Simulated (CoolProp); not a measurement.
Hexamethyldisiloxane (MM) along the isotherm 416.8 K: density (kg/m³) from the reference equation and from simpler models built on Tc = 518.7 K, pc = 1.931 MPa, ω = 0.418; each cubic takes its own stable root.

Values from CoolProp's reference Helmholtz-energy equation of state, Thol 2016.

```tsv
p (MPa)	phase	reference	van der Waals	Redlich-Kwong	Soave-Redlich-Kwong	Peng-Robinson
0.0305	gas	1.447	1.441	1.444	1.446	1.447
0.0579	gas	2.778	2.755	2.766	2.773	2.777
0.11	gas	5.399	5.309	5.352	5.381	5.396
0.208	gas	10.71	10.33	10.50	10.62	10.68
0.394	liquid	619.1	20.82	21.60	570.1	646.8
0.748	liquid	621.0	46.74	530.6	573.5	650.1
1.42	liquid	624.5	384.4	540.1	579.5	656.1
2.69	liquid	630.4	400.1	555.1	589.6	666.3
5.09	liquid	640.4	420.2	577.4	605.6	682.5
9.66	liquid	655.9	444.0	607.5	628.8	706.2
```

At some of these states van der Waals, Redlich-Kwong gives the other phase, because its saturation line lies elsewhere.
